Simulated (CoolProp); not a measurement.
Vapour-liquid equilibrium of sulfur hexafluoride (1) + CH2F2 (R32) (2) at 5.75 °C; x and y are mole fractions of (1).

Computed with CoolProp (multi-fluid Helmholtz-energy mixture model, Guder 2009 and Tillner-Roth 1997; pair parameters Bell 2016).

Problem. Give the bubble pressure and the first vapour's composition at x = 0.05, 0.5, 0.95. Is there an azeotrope?

Solution. x = 0.05: 1262 kPa, y = 0.225; x = 0.5: 1929 kPa, y = 0.568; x = 0.95: 1616 kPa, y = 0.891. y crosses x between x = 0.5 and 0.65: the model has an azeotrope there.

The pair parameters rest on a limited set of measurements; away from them the model extrapolates. With so large a gap from Raoult's law the liquid may split in two, which this calculation doesn't test in full.
